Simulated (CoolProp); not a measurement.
Saturation properties of methane.

Computed with CoolProp (reference Helmholtz-energy equation of state, Setzmann 1991).

```csv
T (K),p (bar),enthalpy of vaporisation (kJ/kg),liquid cp (kJ/(kg K)),vapour Z,vapour viscosity (µPa s)
113.6,…,507.2,3.495,0.9597,4.33
117.6,1.609,499.5,3.528,0.9501,4.49
121.6,…,491.2,3.564,0.9391,4.65
125.6,2.794,…,3.606,0.9268,4.81
129.5,3.564,473.3,3.652,0.9134,4.97
133.5,4.507,…,3.706,…,5.13
137.5,…,452.3,3.768,0.8817,5.30
141.5,6.924,440.7,3.842,…,5.48
145.5,8.433,428.0,3.929,0.8437,5.66
```

Q: Fill in the missing entries.

A: 
- 113.6, p (bar): 1.185
- 121.6, p (bar): 2.141
- 125.6, enthalpy of vaporisation (kJ/kg): 482.4
- 133.5, enthalpy of vaporisation (kJ/kg): 463.2
- 133.5, vapour Z: 0.8983
- 137.5, p (bar): 5.621
- 141.5, vapour Z: 0.8635

It boils at 111.7 K under 1 atm.

Viscosity comes from a separate model (Quiñones-Cisneros 2006).
